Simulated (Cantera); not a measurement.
A diamond (100) surface in a fixed gas of H2 with x(CH4) = 0.026, x(H) = 0.016, x(CH3) = 0.00062, at 1123 K; coverages are run to steady state.

Model: the Harris–Goodwin 1993 mechanism for the reconstructed diamond (100) surface, integrated in Cantera.

One state of this run: growth (µm/h) = 19.2; θ c6HH = 0.486; θ c6H* = 0.0299; θ c6*H = 0.447; θ c6** = 0.0204; θ c6HM = 0.0106. θ: site fractions in the mechanism's names (c6HH fully hydrogenated, c6H* and c6*H radical sites, c6** diradical, c6HM methylated).

### Question
Which value of P (Pa) does it belong to?
(A) 4400
(B) 1000
(C) 1500
(D) 2100

### Answer
A, 4400
